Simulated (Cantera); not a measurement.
A perfectly stirred reactor is fed with 23.4 % H₂, 15.6 % O₂, 60.9 % N₂, equivalence ratio 0.75, at 0.780 bar; it is held at 1175 K, and followed from long to short residence time.

Computed with Cantera and GRI-Mech 3.0 (53 species, 325 reactions). The temperature is held fixed by assumption; the heat of reaction is taken as removed at once.

Task: Predict: x(H₂) at τ = 1.30 s; x(O₂) at τ = 1.30 s; x(N₂O) at τ = 1.30 s; x(O) at τ = 1.30 s; x(OH) at τ = 1.30 s; x(H₂) at τ = 43.0 ms; x(O₂) at τ = 43.0 ms; x(N₂O) at τ = 43.0 ms; x(O) at τ = 43.0 ms; x(OH) at τ = 43.0 ms.

Result: 
| Property | Result |
|---|---|
| x(H₂) at τ = 1.30 s | 0.000263 |
| x(O₂) at τ = 1.30 s | 0.0443 |
| x(N₂O) at τ = 1.30 s | 4.63e-7 |
| x(O) at τ = 1.30 s | 4.87e-6 |
| x(OH) at τ = 1.30 s | 6.01e-5 |
| x(H₂) at τ = 43.0 ms | 0.00205 |
| x(O₂) at τ = 43.0 ms | 0.0451 |
| x(N₂O) at τ = 43.0 ms | 2.75e-7 |
| x(O) at τ = 43.0 ms | 7.10e-5 |
| x(OH) at τ = 43.0 ms | 0.000228 |
